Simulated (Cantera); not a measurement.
Cantera run:

```python
import numpy as np
import cantera as ct

gas_names = [...]  # 113 gases of nasa_gas.yaml made of C, H, O, Ti
cond_names = """
    C(gr) C6H6(L) C7H8(L) C8H18(L),n-octa H2O(s) H2O(L) Ti(a) Ti(b) Ti(L) TiC(s) TiC(L) TiO(a) TiO(b)
    TiO(L) TiO2(ru) TiO2(L) Ti2O3(a) Ti2O3(b) Ti2O3(L) Ti3O5(a) Ti3O5(b) Ti3O5(L) Ti4O7(s) Ti4O7(L)
""".split()


# ... load() reads the species with a 1 bar reference pressure and builds the phases ...
atoms = {
    'Ti(OiPr)4': {'Ti': 1, 'C': 12, 'H': 28, 'O': 4},
    'H2O': {'H': 2, 'O': 1},
    'H2': {'H': 2},
}
top_T = {'C(gr)': 4500}  # K; cautious upper limits of use, not melting points


# ... equilibrate(T, P, feed) seeds the gas with the atoms and calls Mixture.equilibrate('TP', solver="vcs", rtol=1e-11, max_steps=5000) ...
results = []
feed = {'Ti(OiPr)4': 1, 'H2O': 4, 'H2': 14}  # mol
P = 10000  # Pa
for T in [1125, 1200, 1275, 1350, 1425, 1500, 1575, 1650, 1725, 1800, 1875, 1950, 2025]:
    mix = equilibrate(T, P, feed)
    results.append((T, P, feed, dict(zip(mix.species_names, mix.species_moles))))

top = {s: max(r[3][s] / sum(r[3][g] for g in gas_names) for r in results) for s in gas_names}
cols = sorted((s for s in top if top[s] > 1e-06), key=lambda s: -top[s])[:9]
seen = [c for c in cond_names if any(r[3].get(c, 0) > 1e-12 for r in results)]
print("log10 of partial pressures in bar; condensed amounts in mol")
print(f"{'T/K':>10s}" + "".join(f"{s[:9]:>10s}" for s in cols + seen))
for T, P, feed, n in results:
    ng = sum(n[g] for g in gas_names)
    print(f"{T:10.4g}" + "".join(f"{np.log10(max(n[s] / ng * P / 1e5, 1e-99)):10.3f}" for s in cols)
          + "".join(f"{n.get(c, 0):10.4g}" for c in seen))
```

Result:

```
log10 of partial pressures in bar; condensed amounts in mol
       T/K        H2        CO         H       CH4       H2O C2H2,acet       CO2       CH3     C(gr)    TiC(s)  TiO2(ru)  Ti3O5(b)  Ti4O7(s)
      1125    -1.076    -1.803    -7.890    -3.692    -4.071    -8.715    -4.840    -9.239     5.961         0         1         0         0
      1200    -1.078    -1.787    -7.244    -3.958    -4.451    -8.067    -5.298    -8.843     5.723         0         0         0      0.25
      1275    -1.079    -1.782    -6.672    -4.191    -4.794    -7.494    -5.718    -8.493     5.649         0         0    0.3333         0
      1350    -1.097    -1.699    -6.171    -4.434    -5.038    -7.004    -5.933    -8.210     2.989         1         0         0         0
      1425    -1.097    -1.699    -5.715    -4.618    -5.314    -6.550    -6.272    -7.932     2.992         1         0         0         0
      1500    -1.097    -1.699    -5.303    -4.784    -5.561    -6.142    -6.576    -7.684     2.994         1         0         0         0
      1575    -1.097    -1.699    -4.930    -4.934    -5.785    -5.773    -6.849    -7.459     2.995         1         0         0         0
      1650    -1.097    -1.699    -4.590    -5.071    -5.988    -5.438    -7.096    -7.255     2.994         1         0         0         0
      1725    -1.097    -1.699    -4.280    -5.195    -6.172    -5.133    -7.321    -7.070     2.992         1         0         0         0
      1800    -1.098    -1.699    -3.995    -5.309    -6.342    -4.854    -7.525    -6.900     2.987         1         0         0         0
      1875    -1.098    -1.699    -3.732    -5.414    -6.497    -4.597    -7.713    -6.745     2.978         1         0         0         0
      1950    -1.099    -1.700    -3.490    -5.510    -6.641    -4.361    -7.885    -6.602     2.964         1         0         0         0
      2025    -1.100    -1.700    -3.266    -5.601    -6.774    -4.143    -8.044    -6.471     2.941         1         0         0         0
```

Cantera equilibrium calculation (NASA polynomials, part measured and part estimated; ideal gas, pure solids and liquids). The feed counts by its element totals alone. TiC: taken at fixed stoichiometry. Condensed phases not in the tables: Magnéli phases beyond Ti4O7.
